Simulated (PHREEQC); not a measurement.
Dissolve 0.0067 mol NH3, 0.0126 mol K2SO4 and 0.012 mol KH2PO4 per kg of water at 25 °C. Closed to the air; pH follows from the charge balance.

The numbers come from PHREEQC with the ion-association model, phreeqc.dat.

Question: The ionic strength comes out as 0.0596 mol/kgw. What activity coefficients do NH4SO4-, SO4-2, KSO4-, NH4+, H2PO4- get?

Answer: NH4SO4- 0.81, SO4-2 0.44, KSO4- 0.82, NH4+ 0.79, H2PO4- 0.82.

This is a speciation only: nothing precipitates in the calculation. Species that the database lacks are ignored.
